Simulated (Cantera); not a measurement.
Input: 1 mol Cu₂O, 1.8 mol CO, at 2127 °C and 3.10 mbar.

Method: chemical equilibrium by Gibbs-energy minimisation in Cantera with the NASA 1993 tables (ideal gas, pure condensed phases). Candidate condensed phases: C, Cu, CuO, Cu₂O; 15 gas species. Equilibrium is a limit: real reactors are often held back by kinetics, nucleation or transport.

Question: What is the equilibrium state?

Answer: 
| Property | Result |
|---|---|
| x(Cu) | 0.492 |
| x(CO) | 0.297 |
| x(CO₂) | 0.146 |
| x(O₂) | 0.0352 |
| x(O) | 0.0292 |
| x(CuO) | 0.000396 |
| x(Cu₂) | 0.000100 |
| gas amount | 4.061 mol |
| log10 activity of Cu(l) (absent) | -1.79 |
| log10 activity of C(graphite) (absent) | -8.00 |
